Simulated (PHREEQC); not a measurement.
**Ultrapure water in contact with air or piping: speciation**

A made-up water analysis in mg/L, 65 °C, pH 5.67, pe 9.4:

| constituent | mg/L |
|---|---|
| Na | 0.0993 |
| K | 0.0368 |
| Ca | 0.0893 |
| Mg | 0.00672 |
| Cl | 0.0348 |
| S(6) as SO4 | 0.066 |
| Alkalinity as HCO3 | 0.503 |
| Cd | 0.000257 |
| Li | 0.000847 |
| B | 6.94e-05 |
| Ba | 0.00101 |

Na is adjusted to close the charge balance.
Valence states are taken as typed.

Model: ion-association model, phreeqc.dat, run in PHREEQC.

Precipitation was switched off in this run.

Estimate the ionic strength.

ionic strength 1.60e-5 mol/kgw.

In which forms is C present?

CO2 81 %, HCO3- 19 % of the C.

Away from 25 °C the constants follow the database's enthalpies or fits; those with neither stay at their 25 °C values.
